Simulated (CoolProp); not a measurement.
Vapour-liquid equilibrium of fluoroethane (R161) (1) + R227EA (2) at -85.45 °C; x and y are mole fractions of (1).

Model: multi-fluid Helmholtz-energy mixture model, Wu 2012 and Lemmon 2016; pair parameters Bell 2016, in CoolProp.

Q: Give the bubble pressure and the first vapour's composition at x = 0.15, 0.45, 0.65. Is there an azeotrope?

A: x = 0.15: 0.001461 MPa, y = 0.290; x = 0.45: 0.002727 MPa, y = 0.802; x = 0.65: 0.003897 MPa, y = 0.924. No azeotrope shows between x = 0.05 and 0.95.

Pair parameters are fitted to limited data, so mixtures are less certain than the pure fluids.
